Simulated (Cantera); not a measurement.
An isothermal, constant-pressure homogeneous reactor starts with 17.2 % C3H8, 82.8 % H2, at 1548 K and 0.0118 atm.

Detailed kinetics in Cantera: GRI-Mech 3.0 (53 species, 325 reactions). GRI-Mech 3.0 was tuned for natural gas; its chemistry of propane as a main component is partial and can be far from experiment. GRI-Mech 3.0 stops at C3 and has no aromatics, soot or wall deposition, so with more carbon than oxygen in the feed, carbon stays in small species such as C2H2 where larger ones or solid carbon would form. Radical loss at walls, strong at low pressure, is not modelled.

x: mole fraction; the columns are a selection and need not sum to one.

```
t (s)       x C3H8   x H2     x C2H     x CH2     x CH4    x C2H2       x H
--------  --------  -----  --------  --------  --------  --------  --------
2.00e-6      0.172  0.827    <1e-12  2.71e-11   1.71e-6  5.47e-12   4.53e-6
8.76e-6      0.172  0.827    <1e-12         …   3.25e-5  6.08e-10   4.87e-5
3.84e-5      0.167  0.824    <1e-12         …  0.000697   2.38e-7  0.000241
0.000168     0.135  0.801  2.80e-10         …    0.0163  0.000102  0.000895
0.000737    0.0105  0.713   1.51e-7         …     0.122    0.0141   0.00304
0.00323    6.80e-6  0.719   1.48e-7         …     0.141    0.0571  0.000742
0.0141     2.65e-8  0.728   5.93e-8         …     0.138    0.0833  0.000207
0.0620     2.93e-9  0.736   3.59e-8         …     0.134     0.107   9.83e-5
0.271      3.80e-9  0.743   5.66e-8   6.13e-8     0.128     0.127  0.000132
1.19       3.13e-9  0.756   6.71e-8   6.56e-8     0.108     0.134  0.000151
5.21      7.95e-10  0.788   8.55e-8         …    0.0614     0.150  0.000179
22.8      2.98e-11  0.818   1.19e-7         …    0.0164     0.165  0.000235
100       1.04e-12  0.827   1.31e-7         …   0.00355     0.169  0.000256
```

Question: What belongs in the gaps?

Answer: 
- 8.76e-6, x CH2: 2.65e-9
- 3.84e-5, x CH2: 2.65e-7
- 0.000168, x CH2: 7.92e-6
- 0.000737, x CH2: 1.25e-5
- 0.00323, x CH2: 1.33e-6
- 0.0141, x CH2: 1.55e-7
- 0.0620, x CH2: 3.78e-8
- 5.21, x CH2: 5.01e-8
- 22.8, x CH2: 2.30e-8
- 100, x CH2: 6.01e-9
